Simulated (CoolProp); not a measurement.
A simple Rankine cycle with n-hexane: condensing at 321.15 K, boiler at 0.801 MPa, turbine inlet 466.3 K, turbine efficiency 0.7, pump efficiency 0.7, no recuperator. Each further row changes one setting.

The numbers come from the reference Helmholtz-energy equation of state, Thol 2019 in CoolProp.

| case | thermal efficiency (%) | net work (kJ/kg) | heat in (kJ/kg) | turbine exit temperature (K) | volume ratio over the turbine |
|---|---|---|---|---|---|
| as stated | 11.9 | 75.6 | 634 | 424.2 | 16.6 |
| turbine inlet 486.3 K | 11.7 | 79.9 | ___ | 444.9 | 16.3 |
| condensing temperature 313.15 K | 12.8 | 83.7 | 653 | 420.4 | 22.3 |
| boiler pressure 0.561 MPa | 10.6 | ___ | 642 | 431.1 | 11.3 |
| turbine efficiency 0.6 | 10.2 | 64.6 | 634 | 429.1 | ___ |

**Question.** Some entries are withheld; supply them.

**Answer.** 
- turbine inlet 486.3 K, heat in (kJ/kg): 685
- boiler pressure 0.561 MPa, net work (kJ/kg): 67.9
- turbine efficiency 0.6, volume ratio over the turbine: 16.8
